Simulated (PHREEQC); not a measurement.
Solution (35 °C): 0.0014 mol Cu(NO3)2, 0.071 mol HNO3 and 4.5e-05 mol FeCl3 per kg of water. Closed to the air; pH follows from the charge balance.

Computed with PHREEQC (ion-association model, phreeqc.dat).

| Item | Value |
|---|---|
| pH | 1.23 |
| ionic strength | 0.0755 mol/kgw |
| specific conductance | 31700 µS/cm |
| density | 0.997 g/cm³ |
| total alkalinity | -71.1 meq/kg |

```
species     molality  activity   log γ
----------  --------  --------  ------
NO3-          0.0738    0.0570  -0.112
H+            0.0710    0.0593  -0.079
Cu+2         0.00140  0.000598  -0.369
Cl-         0.000135  0.000105  -0.106
Fe+3         4.11e-5   8.07e-6  -0.707
FeOH+2       3.83e-6   1.55e-6  -0.393
CuCl+        3.47e-7   2.72e-7  -0.105
FeCl+2       8.62e-8   3.49e-8  -0.393
Fe(OH)2+     1.55e-8   1.25e-8  -0.096
Fe2(OH)2+4   1.73e-9  4.33e-11  -1.602
```

Precipitation was switched off in this run. Examples of supersaturated solids here: Hematite (slow to form). Others may be too.
